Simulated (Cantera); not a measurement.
# Reactions in the system B-H-N

Cantera with NASA thermochemical tables; ideal gases at 1 bar, condensed phases pure. Values are per mole of reaction as written; species without (g) are pure solids or liquids, kept so even where they would boil at 1 bar.

3 H(g) + BN ⇌ NH3(g) + B

```json
[
 {"T (K)": "2150", "ΔH° (kJ)": "-489.5", "ΔS° (J/K)": "-212.1", "ΔG° (kJ)": "-33.5", "log10 K": "0.81", "condensed phases": "BN(s), B(s)"},
 {"T (K)": "2250", "ΔH° (kJ)": "-490.3", "ΔS° (J/K)": "-212.4", "ΔG° (kJ)": "-12.3", "log10 K": "0.29", "condensed phases": "BN(s), B(s)"},
 {"T (K)": "2350", "ΔH° (kJ)": "-491.0", "ΔS° (J/K)": "-212.7", "ΔG° (kJ)": "9.0", "log10 K": "-0.20", "condensed phases": "BN(s), B(s)"},
 {"T (K)": "2450", "ΔH° (kJ)": "-441.2", "ΔS° (J/K)": "-191.6", "ΔG° (kJ)": "28.1", "log10 K": "-0.60", "condensed phases": "BN(s), B(l)"},
 {"T (K)": "2550", "ΔH° (kJ)": "-441.6", "ΔS° (J/K)": "-191.7", "ΔG° (kJ)": "47.3", "log10 K": "-0.97", "condensed phases": "BN(s), B(l)"},
 {"T (K)": "2650", "ΔH° (kJ)": "-441.9", "ΔS° (J/K)": "-191.8", "ΔG° (kJ)": "66.5", "log10 K": "-1.31", "condensed phases": "BN(s), B(l)"},
 {"T (K)": "2750", "ΔH° (kJ)": "-442.2", "ΔS° (J/K)": "-191.9", "ΔG° (kJ)": "85.7", "log10 K": "-1.63", "condensed phases": "BN(s), B(l)"},
 {"T (K)": "2850", "ΔH° (kJ)": "-442.4", "ΔS° (J/K)": "-192.0", "ΔG° (kJ)": "104.9", "log10 K": "-1.92", "condensed phases": "BN(s), B(l)"},
 {"T (K)": "2950", "ΔH° (kJ)": "-442.5", "ΔS° (J/K)": "-192.1", "ΔG° (kJ)": "124.1", "log10 K": "-2.20", "condensed phases": "BN(s), B(l)"}
]
```
